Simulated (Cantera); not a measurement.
Feed: 1 mol Al(CH₃)₃, 1.7 mol O₂, 16 mol H₂, 34 mol N₂O, equilibrated at 1725 K and 1.00 bar.

Equilibrium computed with Cantera from the NASA thermochemical tables; the gas is ideal and each condensed phase is pure. Candidate condensed phases: Al, AlN, Al₂O₃, C, C₆H₆, C₇H₈, C₈H₁₈, H₂O; 148 gas species. The feed counts by its element totals alone. Gases not in the tables: Al(OH)₃. Equilibrium is a limit: real reactors are often held back by kinetics, nucleation or transport.

Base state: N₂ 0.546, H₂O 0.329, O₂ 0.0746, CO₂ 0.0482, NO 0.00158, OH 0.000602, H₂ 3.13e-5, CO 1.61e-5 (mole fractions); condensed: Al₂O₃(s).

Task: What changes in the equilibrium state with this change: N₂O from 34 to 0.79 mol?

Result: 
```csv
species,before,after
H₂,3.13e-5,0.853
CO,1.61e-5,0.112
N₂,0.546,0.0326
H₂O,0.329,4.03e-5
O₂,0.0746,<1e-9
CO₂,0.0482,1.50e-6
NO,0.00158,<1e-9
CH₄,<1e-9,0.000727
HCN,<1e-9,0.000699
OH,0.000602,<1e-9
C₂H₂ (acetylene),<1e-9,7.86e-5
"Al₂O₃(s), mol",0.500,0.500
"C(graphite), mol",0,0.272
```
